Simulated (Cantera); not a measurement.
What does this Cantera script print?

```python
import numpy as np
import cantera as ct

gas = ct.Solution("h2o2.yaml")
gas.TPX = 1023, 2666, {'H2': 0.12, 'O2': 1}
reactor = ct.IdealGasConstPressureReactor(gas, energy="off", clone=False)
net = ct.ReactorNet([reactor])
net.rtol, net.atol = 1e-08, 1e-18
show = ['H2', 'O2', 'OH', 'H2O2', 'O', 'H2O']
times = np.geomspace(4e-06, 200, 10)

steps = ct.SolutionArray(gas, extra=["t"])
rows = []
print(f"{'t/s':>10s}{'T/K':>9s}{'P/Pa':>11s}" + "".join(f"{s:>11s}" for s in show))
for t in times:
    while net.time < t:
        t_next = net.step()
        steps.append(gas.state, t=t_next)
    rows.append([np.interp(t, steps.t, y) for y in (steps.T, steps.P, *steps(*show).X.T)])
    print(f"{t:10.3e}{rows[-1][0]:9.1f}{rows[-1][1]:11.4g}" + "".join(f"{x:11.3e}" for x in rows[-1][2:]))
rate = np.gradient(steps.T, steps.t)
print("integrator steps:", len(steps.t))
if steps.T.max() > steps.T[0] + 200:
    print(f"time of steepest temperature rise: {steps.t[rate.argmax()]:.4e} s")
gas.TPX = 1023, 2666, {'H2': 0.12, 'O2': 1}
gas.equilibrate("TP")
print(f"equilibrium (TP): T = {gas.T:.1f} K  " + "  ".join(f"{s} {gas[s].X[0]:.3e}" for s in show))
```

Result:

```
       t/s      T/K       P/Pa         H2         O2         OH       H2O2          O        H2O
 4.000e-06   1023.0       2666  1.071e-01  8.929e-01  4.162e-13  7.964e-17  4.336e-13  2.673e-14
 2.867e-05   1023.0       2666  1.071e-01  8.929e-01  1.484e-11  4.095e-15  1.917e-11  7.374e-12
 2.056e-04   1023.0       2666  1.071e-01  8.929e-01  4.577e-10  2.152e-13  9.514e-10  1.462e-09
 1.474e-03   1023.0       2666  1.061e-01  8.922e-01  1.631e-04  6.412e-09  3.559e-04  7.771e-04
 1.056e-02   1023.0       2666  4.531e-04  8.834e-01  9.073e-04  4.719e-07  2.851e-03  1.117e-01
 7.573e-02   1023.0       2666  7.052e-06  8.867e-01  1.090e-04  1.528e-07  4.728e-05  1.131e-01
 5.429e-01   1023.0       2666  1.957e-07  8.868e-01  2.336e-05  2.692e-08  2.126e-06  1.132e-01
 3.892e+00   1023.0       2666  1.420e-08  8.868e-01  6.994e-06  4.439e-09  1.922e-07  1.132e-01
 2.790e+01   1023.0       2666  1.571e-09  8.868e-01  2.400e-06  6.877e-10  2.275e-08  1.132e-01
 2.000e+02   1023.0       2666  2.284e-10  8.868e-01  9.196e-07  1.149e-10  3.347e-09  1.132e-01
integrator steps: 2119
equilibrium (TP): T = 1023.0 K  H2 1.266e-10  O2 8.868e-01  OH 6.756e-07  H2O2 6.537e-11  O 1.808e-09  H2O 1.132e-01
```

Computed with Cantera and the H2/O2 subset of GRI-Mech 3.0, which has no nitrogen chemistry. Radical loss at walls, strong at low pressure, is not modelled. The temperature is held fixed by assumption; the heat of reaction is taken as removed at once.
